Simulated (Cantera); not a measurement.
## Carbothermic reduction: CuO + C + H2

Input: 1 mol CuO, 0.52 mol C, 2.4 mol H2, equilibrated at 1723.15 K and 975 Torr.

Method: chemical equilibrium by Gibbs-energy minimisation in Cantera with the NASA 1993 tables (ideal gas, pure condensed phases). Candidate condensed phases: C, C6H6, C7H8, C8H18, Cu, CuO, Cu(OH)2, Cu2O, H2O; 113 gas species. Rates play no part.

| Property | Value |
|---|---|
| x(H2) | 0.668 |
| x(CO) | 0.167 |
| x(H2O) | 0.153 |
| x(CO2) | 0.0109 |
| x(Cu) | 0.000164 |
| x(H) | 0.000131 |
| x(OH) | 1.65e-6 |
| n(Cu(l)) | 1.000 mol |
| gas amount | 2.921 mol |
| log10 activity of C(graphite) (absent) | -3.40 |
